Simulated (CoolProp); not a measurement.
Model: reference Helmholtz-energy equation of state, Akasaka 2023, in CoolProp.

Problem. Give the vapour pressure (MPa), liquid density (kg/m³), vapour density (kg/m³), liquid cp (kJ/(kg K)) of saturated R1336mzz(E) at 363.6, 378.8 K.

Solution. 
| T (K) | p (MPa) | liquid density (kg/m³) | vapour density (kg/m³) | liquid cp (kJ/(kg K)) |
|---|---|---|---|---|
| 363.6 | 1.21 | 1070 | 93.0 | 1.45 |
| 378.8 | 1.69 | 970 | 141 | 1.63 |
